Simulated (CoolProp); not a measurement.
Properties of R1336mzz(Z) at several states.

The numbers come from the reference Helmholtz-energy equation of state, McLinden 2020 in CoolProp.

```json
[
 {"T (°C)": "15.65", "p (MPa)": "4.49", "phase": "liquid", "cp (kJ/(kg K))": "1.192", "cv (kJ/(kg K))": "…"},
 {"T (°C)": "8.15", "p (MPa)": "0.019", "phase": "gas", "cp (kJ/(kg K))": "0.8116", "cv (kJ/(kg K))": "0.7568"},
 {"T (°C)": "92.55", "p (MPa)": "2.89", "phase": "liquid", "cp (kJ/(kg K))": "1.357", "cv (kJ/(kg K))": "…"},
 {"T (°C)": "-84.85", "p (MPa)": "4.28", "phase": "liquid", "cp (kJ/(kg K))": "0.9761", "cv (kJ/(kg K))": "0.6913"},
 {"T (°C)": "71.25", "p (MPa)": "0.0174", "phase": "gas", "cp (kJ/(kg K))": "…", "cv (kJ/(kg K))": "…"}
]
```

Question: Fill in the missing entries.

Answer: 
- 15.65, cv (kJ/(kg K)): 0.8879
- 92.55, cv (kJ/(kg K)): 0.9996
- 71.25, cp (kJ/(kg K)): 0.9302
- 71.25, cv (kJ/(kg K)): 0.8780
